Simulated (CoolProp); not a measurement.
A Linde-Hampson liquefier for normal hydrogen: isothermal reversible compression at 250 K from 1 atm to 5 MPa, throttling to 1 atm, return gas leaving the recuperator 0 K below the feed. Each further row changes one setting.

Model: reference Helmholtz-energy equation of state, Leachman 2009, in CoolProp.

```csv
case,compression work (kJ/kg of gas)
as stated,4050
high pressure 10 MPa,4800
warm-end temperature 280 K,4540
warm-end gap 5 K,4050
```
